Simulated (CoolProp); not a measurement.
R365MFC along the isotherm 212.55 °C: Z from the reference equation and from simpler models built on Tc = 186.9 °C, pc = 3.266 MPa, ω = 0.377; each cubic takes its own stable root.

Computed with CoolProp (reference Helmholtz-energy equation of state, Lemmon 2016).

| p (MPa) | phase | reference |
|---|---|---|
| 0.0516 | gas | 0.9952 |
| 0.0834 | gas | 0.9922 |
| 0.135 | gas | 0.9873 |
| 0.218 | gas | 0.9794 |
| 0.352 | gas | 0.9665 |
| 0.568 | gas | 0.9455 |
| 0.918 | gas | 0.9106 |
| 1.48 | gas | 0.8521 |
| 2.4 | gas | 0.7484 |
| 3.87 | supercritical | 0.5477 |
| 6.26 | supercritical | 0.3400 |
| 10.1 | supercritical | 0.4590 |
| 16.3 | supercritical | 0.6675 |

### Question
How far does each simpler model (van der Waals, Redlich-Kwong, Peng-Robinson) lie from the reference over these 13 states: mean and median of the absolute difference, and the worst?

### Answer
- van der Waals: mean 8.5 %, median 1.3 %, worst +32.3 % at 212.55 °C and 16.3 MPa
- Redlich-Kwong: mean 2.7 %, median 0.2 %, worst +10.9 % at 212.55 °C and 6.26 MPa
- Peng-Robinson: mean 1.5 %, median 0.3 %, worst +8.7 % at 212.55 °C and 6.26 MPa
